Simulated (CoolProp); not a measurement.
The numbers come from the reference Helmholtz-energy equation of state, Gao 2016 in CoolProp.

### Question
For sulfur dioxide, give the phase and the density (kg/m³), cp (kJ/(kg K)), cv (kJ/(kg K)), Joule-Thomson coefficient (K/MPa) at 251.85 °C and 3.94 MPa.

### Answer
- 251.85 °C and 3.94 MPa: gas; density 63.4, cp 0.845, cv 0.635, Joule-Thomson coefficient 7.40
